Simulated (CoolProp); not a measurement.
Vapour-liquid equilibrium of benzene (1) + octamethylcyclotetrasiloxane (D4) (2) at 0.446 MPa; x and y are mole fractions of (1).

Computed with CoolProp (multi-fluid Helmholtz-energy mixture model, Thol 2012 and Thol 2015; pair parameters Bell 2016).

Problem. Give the bubble temperature and the first vapour's composition at x = 0.35, 0.5, 0.725. Is there an azeotrope?

Solution. x = 0.35: 464.3 K, y = 0.753; x = 0.5: 446.8 K, y = 0.873; x = 0.725: 427.4 K, y = 0.958. No azeotrope shows between x = 0.05 and 0.95.

The pair parameters rest on a limited set of measurements; away from them the model extrapolates.
